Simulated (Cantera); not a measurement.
A Cantera script and what it prints.

```python
import numpy as np
import cantera as ct

gas_names = """
    Fe FeO N NO NO2 NO3 N2 N2O O O2 O3 S SN SO SO2 SO3 S2 S2O S8
""".split()
cond_names = """
    Fe(a) Fe(c) Fe(d) Fe(L) FeO(s) FeO(L) FeS(a) FeS(b) FeS(c) FeS(L) FeSO4(s) FeS2(s) Fe2O3(s)
    Fe2S3O12(s) Fe3O4(s) S(cr1) S(cr2) S(L)
""".split()


# ... load() reads the species with a 1 bar reference pressure and builds the phases ...
atoms = {
    'FeS': {'Fe': 1, 'S': 1},
    'SO2': {'S': 1, 'O': 2},
    'N2': {'N': 2},
}
top_T = {'FeSO4(s)': 950, 'FeS2(s)': 1010, 'Fe2O3(s)': 1830, 'Fe2S3O12(s)': 1100, 'Fe3O4(s)': 1870}  # K; cautious upper limits of use, not melting points


# ... equilibrate(T, P, feed) seeds the gas with the atoms and calls Mixture.equilibrate('TP', solver="vcs", rtol=1e-11, max_steps=5000) ...
results = []
feed = {'FeS': 1, 'SO2': 1.2, 'N2': 42}  # mol
T = 1898.15  # K
P = 3800  # Pa
mix = equilibrate(T, P, feed)
results.append((T, P, feed, dict(zip(mix.species_names, mix.species_moles))))
print(gas.report(threshold=0.0001))
for i in range(1, mix.n_phases):
    print(f"{mix.phase(i).name:16s} {mix.phase_moles(i):12.5e} mol")
```

Output:

```
       temperature   1898.2 K
          pressure   3800 Pa
           density   0.0070328 kg/m^3
  mean mol. weight   29.208 kg/kmol
   phase of matter   gas

                          1 kg             1 kmol
                     ---------------   ---------------
          enthalpy          1.77e+06        5.1699e+07  J
   internal energy        1.2297e+06        3.5916e+07  J
           entropy            9625.3        2.8114e+05  J/K
    Gibbs function         -1.65e+07       -4.8194e+08  J
 heat capacity c_p              1238             36160  J/K
 heat capacity c_v            953.36             27846  J/K

                      mass frac. Y      mole frac. X     chem. pot. / RT
                     ---------------   ---------------   ---------------
                Fe         0.0025781         0.0013484            -8.197
                N2           0.92367           0.96305           -30.074
                 S         0.0010782        0.00098231           -15.554
                SO          0.010002         0.0060788           -38.824
               SO2          0.029891          0.013629           -62.094
                S2          0.032435          0.014775           -31.108
               S2O        0.00027957        0.00010192           -54.378
     [  +12 minor]        6.3269e-05        3.2555e-05

Fe(L)             0.00000e+00 mol
FeO(L)            9.40306e-01 mol
FeS(L)            0.00000e+00 mol
S(L)              0.00000e+00 mol
```

Equilibrium computed with Cantera from the NASA thermochemical tables; the gas is ideal and each condensed phase is pure. The tables' stoichiometric FeO is somewhat more stable than real wüstite, so its field is too wide. FeO: taken at fixed stoichiometry.
